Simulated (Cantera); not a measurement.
Input (Python, Cantera):

```python
import numpy as np
import cantera as ct

gas = ct.Solution("gri30.yaml")
gas.TPX = 1100, 2400, {'H2': 0.036, 'O2': 1}
reactor = ct.IdealGasConstPressureReactor(gas, energy="off", clone=False)
net = ct.ReactorNet([reactor])
net.rtol, net.atol = 1e-08, 1e-18
show = ['H2', 'O2', 'O', 'H2O', 'OH', 'H']
times = np.geomspace(1e-05, 30, 14)

steps = ct.SolutionArray(gas, extra=["t"])
rows = []
print(f"{'t/s':>10s}{'T/K':>9s}{'P/Pa':>11s}" + "".join(f"{s:>11s}" for s in show))
for t in times:
    while net.time < t:
        t_next = net.step()
        steps.append(gas.state, t=t_next)
    rows.append([np.interp(t, steps.t, y) for y in (steps.T, steps.P, *steps(*show).X.T)])
    print(f"{t:10.3e}{rows[-1][0]:9.1f}{rows[-1][1]:11.4g}" + "".join(f"{x:11.3e}" for x in rows[-1][2:]))
rate = np.gradient(steps.T, steps.t)
print("integrator steps:", len(steps.t))
if steps.T.max() > steps.T[0] + 200:
    print(f"time of steepest temperature rise: {steps.t[rate.argmax()]:.4e} s")
gas.TPX = 1100, 2400, {'H2': 0.036, 'O2': 1}
gas.equilibrate("TP")
print(f"equilibrium (TP): T = {gas.T:.1f} K  " + "  ".join(f"{s} {gas[s].X[0]:.3e}" for s in show))
```

Result:

```
       t/s      T/K       P/Pa         H2         O2          O        H2O         OH          H
 1.000e-05   1100.0       2400  3.475e-02  9.653e-01  8.113e-12  4.363e-13  7.859e-12  6.251e-11
 3.149e-05   1100.0       2400  3.475e-02  9.653e-01  6.837e-11  1.134e-11  6.202e-11  1.636e-10
 9.919e-05   1100.0       2400  3.475e-02  9.653e-01  5.090e-10  2.405e-10  3.892e-10  4.231e-10
 3.124e-04   1100.0       2400  3.475e-02  9.653e-01  5.078e-09  5.219e-09  3.127e-09  2.273e-09
 9.839e-04   1100.0       2400  3.475e-02  9.653e-01  5.259e-07  7.335e-07  3.060e-07  2.071e-07
 3.099e-03   1100.0       2400  5.902e-03  9.454e-01  1.465e-02  2.372e-02  3.490e-03  6.831e-03
 9.760e-03   1100.0       2400  2.992e-04  9.509e-01  1.232e-02  3.308e-02  1.344e-03  2.036e-03
 3.074e-02   1100.0       2400  8.219e-05  9.608e-01  3.407e-03  3.471e-02  6.954e-04  2.882e-04
 9.681e-02   1100.0       2400  1.171e-05  9.640e-01  5.009e-04  3.520e-02  2.653e-04  1.611e-05
 3.049e-01   1100.0       2400  1.390e-06  9.645e-01  6.246e-05  3.531e-02  9.424e-05  7.131e-07
 9.603e-01   1100.0       2400  1.965e-07  9.646e-01  9.276e-06  3.534e-02  3.647e-05  4.097e-08
 3.024e+00   1100.0       2400  3.636e-08  9.646e-01  1.788e-06  3.536e-02  1.602e-05  3.470e-09
 9.525e+00   1100.0       2400  8.374e-09  9.646e-01  4.231e-07  3.536e-02  7.789e-06  3.991e-10
 3.000e+01   1100.0       2400  2.232e-09  9.646e-01  1.146e-07  3.536e-02  4.051e-06  5.623e-11
integrator steps: 1779
equilibrium (TP): T = 1100.0 K  H2 3.083e-10  O2 9.646e-01  O 1.593e-08  H2O 3.536e-02  OH 1.509e-06  H 2.950e-12
```

Cantera simulation using GRI-Mech 3.0 (53 species, 325 reactions); the numbers are that mechanism's predictions, not measurements. Radical loss at walls, strong at low pressure, is not modelled. The temperature is held fixed by assumption; the heat of reaction is taken as removed at once.
